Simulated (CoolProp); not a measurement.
A single-stage vapour-compression cycle with R113: evaporating at 329.15 K (dew point), condensing at 399.15 K (bubble point), superheat 2 K, subcooling 0 K, compressor efficiency 0.8, no pressure losses. Each further row changes one setting.

Model: reference Helmholtz-energy equation of state, Marx 1992, in CoolProp.

```
case                              cooling COP  pressure ratio  discharge temperature (K)  refrigerating effect (kJ/kg)  volumetric capacity (kJ/m³)
--------------------------------  -----------  --------------  -------------------------  ----------------------------  ---------------------------
as stated                                2.43            5.80                      399.1                          73.2                          696
evaporating temperature 334.15 K         2.76            4.98                      399.1                          76.3                          838
condensing temperature 394.15 K          2.76            5.23                      394.2                          78.5                          746
subcooling 5 K                           2.61            5.80                      399.1                          78.5                          746
superheat 12 K                           2.53            5.80                      399.1                          80.3                          737
compressor efficiency 0.7                2.13            5.80                      399.1                          73.2                          696
```

The compression ends wet for: as stated; evaporating temperature 334.15 K; condensing temperature 394.15 K; subcooling 5 K; superheat 12 K; compressor efficiency 0.7.
